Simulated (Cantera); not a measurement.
A Cantera script and its output.

```python
import numpy as np
import cantera as ct

gas = ct.Solution("gri30.yaml", transport_model="mixture-averaged")
show = ['OH', 'NH3', 'C2H2']

rows = []
print(f"{'T/K':>7s}{'rho':>11s}{'cp':>10s}{'mu':>11s}{'lambda':>11s}{'Pr':>7s}" + "".join(f"{'D_' + s:>11s}" for s in show))
for T in [400, 500, 600, 700, 800, 900]:
    gas.TPX = T, 2600, {'N2O': 0.24, 'H2O': 0.83}
    Pr = gas.cp_mass * gas.viscosity / gas.thermal_conductivity
    D = [gas.mix_diff_coeffs_mole[gas.species_index(s)] for s in show]
    rows.append([gas.density, gas.cp_mass, gas.viscosity, gas.thermal_conductivity, Pr, *D])
    print(f"{T:7g}{gas.density:11.4e}{gas.cp_mass:10.1f}{gas.viscosity:11.4e}"
          f"{gas.thermal_conductivity:11.4e}{Pr:7.3f}" + "".join(f"{d:11.4e}" for d in D))
print("SI units: kg/m3, J/kg/K, Pa s, W/m/K, m2/s")
```

Result:

```
    T/K        rho        cp         mu     lambda     Pr       D_OH      D_NH3     D_C2H2
    400 1.8642e-02    1516.4 1.5806e-05 3.3996e-02  0.705 2.2094e-03 1.2960e-03 1.0721e-03
    500 1.4914e-02    1577.1 1.9752e-05 4.4308e-02  0.703 3.3087e-03 2.0359e-03 1.6420e-03
    600 1.2428e-02    1637.4 2.3613e-05 5.5211e-02  0.700 4.5724e-03 2.9286e-03 2.3077e-03
    700 1.0653e-02    1696.3 2.7374e-05 6.6666e-02  0.697 5.9879e-03 3.9634e-03 3.0611e-03
    800 9.3212e-03    1753.3 3.1031e-05 7.8557e-02  0.693 7.5457e-03 5.1315e-03 3.8959e-03
    900 8.2855e-03    1808.5 3.4584e-05 9.0765e-02  0.689 9.2380e-03 6.4250e-03 4.8069e-03
SI units: kg/m3, J/kg/K, Pa s, W/m/K, m2/s
```

Detailed kinetics in Cantera: GRI-Mech 3.0 (53 species, 325 reactions). Polar gases are described roughly by these parameters.
